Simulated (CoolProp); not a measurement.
A single-stage vapour-compression cycle with the fluid: evaporating at 226.15 K (dew point), condensing at 250.15 K (bubble point), superheat 5 K, subcooling 5 K, compressor efficiency 0.65, no pressure losses. The same conditions are run with several fluids, on thermodynamics alone (safety and materials aside).

Values from CoolProp's reference Helmholtz-energy equation of state of each fluid (ethylene: Smukala 2000; nitrous oxide: Lemmon 2006; hydrogen sulfide: Lemmon 2006; ammonia: Gao 2020; C3F8 (R218): Lemmon 2006; trans-2-butene: Lemmon 2005).

### Question
Rank ethylene, nitrous oxide, hydrogen sulfide, ammonia, C3F8 (R218), trans-2-butene by cooling COP, highest first.

### Answer
trans-2-butene (5.82), C3F8 (R218) (5.67), hydrogen sulfide (5.55), ammonia (5.47), nitrous oxide (5.39), ethylene (5.09)

| fluid | pressure ratio | discharge temperature (K) | refrigerating effect (kJ/kg) | volumetric capacity (kJ/m³) |
|---|---|---|---|---|
| ethylene | 2.00 | 285.0 | 330 | 6770 |
| nitrous oxide | 2.26 | 299.3 | 291 | 5360 |
| hydrogen sulfide | 2.59 | 322.4 | 497 | 1740 |
| ammonia | 3.42 | 347.5 | 1340 | 584 |
| C3F8 (R218) | 2.92 | 257.2 | 93.7 | 592 |
| trans-2-butene | 3.56 | 282.0 | 413 | 126 |
